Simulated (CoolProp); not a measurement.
Values from CoolProp's reference Helmholtz-energy equation of state, Lemmon 2006. It is a short technical equation, of lower accuracy than the large ones.

Question: Give the vapour pressure (kPa), liquid density (kg/m³), vapour density (kg/m³), liquid cp (kJ/(kg K)) of saturated isohexane at 442.6 K.

Answer: 
| T (K) | p (kPa) | liquid density (kg/m³) | vapour density (kg/m³) | liquid cp (kJ/(kg K)) |
|---|---|---|---|---|
| 442.6 | 1280 | 479 | 42.2 | 3.20 |
